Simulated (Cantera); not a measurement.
A Cantera script and what it prints.

```python
import numpy as np
import cantera as ct

gas_names = """
    CL CL2 H HCL H2 Si SiCL SiCL2 SiCL3 SiCL4 SiH SiHCL3 SiH2 SiH2CL2 SiH3 SiH3CL SiH4 Si2 Si3
""".split()
cond_names = """
    Si(cr) Si(L)
""".split()


# ... load() reads the species with a 1 bar reference pressure and builds the phases ...
atoms = {
    'SiH2Cl2': {'Si': 1, 'H': 2, 'CL': 2},
    'H2': {'H': 2},
}
top_T = {}  # K; cautious upper limits of use, not melting points


# ... equilibrate(T, P, feed) seeds the gas with the atoms and calls Mixture.equilibrate('TP', solver="vcs", rtol=1e-11, max_steps=5000) ...
results = []
T = 900  # K
P = 1100  # Pa
for m in [15, 22, 34, 52, 79, 120, 180, 280, 430, 650]:
    feed = {'SiH2Cl2': 1, 'H2': m}  # mol
    mix = equilibrate(T, P, feed)
    results.append((T, P, feed, dict(zip(mix.species_names, mix.species_moles))))
    x = sorted(zip(gas.X, gas.species_names), reverse=True)
    print(f"T = {T:g} K  P = {P:g} Pa  n(H2) = {m:g} mol  gas = {mix.phase_moles(0):.4g} mol")
    print("   x: " + "  ".join(f"{s} {v:.3e}" for v, s in x if v > 0.0001))
    print("   condensed (mol): " + ("  ".join(f"{mix.phase(i).name} {mix.phase_moles(i):.4g}"
          for i in range(1, mix.n_phases) if mix.phase_moles(i) > 1e-12) or "none"))
```

Result:

```
T = 900 K  P = 1100 Pa  n(H2) = 15 mol  gas = 16.52 mol
   x: H2 9.606e-01  SiCL4 2.274e-02  HCL 9.831e-03  SiHCL3 6.311e-03  SiCL3 2.554e-04  SiH2CL2 1.661e-04  SiCL2 1.367e-04
   condensed (mol): Si(cr) 0.511
T = 900 K  P = 1100 Pa  n(H2) = 22 mol  gas = 23.53 mol
   x: H2 9.707e-01  SiCL4 1.523e-02  HCL 8.940e-03  SiHCL3 4.697e-03  SiCL3 1.891e-04  SiH2CL2 1.374e-04  SiCL2 1.119e-04
   condensed (mol): Si(cr) 0.5209
T = 900 K  P = 1100 Pa  n(H2) = 34 mol  gas = 35.54 mol
   x: H2 9.790e-01  SiCL4 9.414e-03  HCL 7.961e-03  SiHCL3 3.288e-03  SiCL3 1.318e-04  SiH2CL2 1.089e-04
   condensed (mol): Si(cr) 0.5368
T = 900 K  P = 1100 Pa  n(H2) = 52 mol  gas = 53.56 mol
   x: H2 9.847e-01  HCL 7.050e-03  SiCL4 5.724e-03  SiHCL3 2.271e-03
   condensed (mol): Si(cr) 0.5586
T = 900 K  P = 1100 Pa  n(H2) = 79 mol  gas = 80.59 mol
   x: H2 9.887e-01  HCL 6.200e-03  SiCL4 3.395e-03  SiHCL3 1.538e-03
   condensed (mol): Si(cr) 0.5879
T = 900 K  P = 1100 Pa  n(H2) = 120 mol  gas = 121.6 mol
   x: H2 9.915e-01  HCL 5.392e-03  SiCL4 1.931e-03  SiHCL3 1.009e-03
   condensed (mol): Si(cr) 0.6265
T = 900 K  P = 1100 Pa  n(H2) = 180 mol  gas = 181.7 mol
   x: H2 9.936e-01  HCL 4.642e-03  SiCL4 1.057e-03  SiHCL3 6.425e-04
   condensed (mol): Si(cr) 0.6744
T = 900 K  P = 1100 Pa  n(H2) = 280 mol  gas = 281.7 mol
   x: H2 9.952e-01  HCL 3.856e-03  SiCL4 5.012e-04  SiHCL3 3.674e-04
   condensed (mol): Si(cr) 0.7381
T = 900 K  P = 1100 Pa  n(H2) = 430 mol  gas = 431.8 mol
   x: H2 9.964e-01  HCL 3.115e-03  SiCL4 2.131e-04  SiHCL3 1.936e-04
   condensed (mol): Si(cr) 0.808
T = 900 K  P = 1100 Pa  n(H2) = 650 mol  gas = 651.9 mol
   x: H2 9.974e-01  HCL 2.430e-03
   condensed (mol): Si(cr) 0.8744
```

Cantera equilibrium calculation (NASA polynomials, part measured and part estimated; ideal gas, pure solids and liquids). The tables' values for SiCl3 are old estimates; treat these amounts as uncertain.
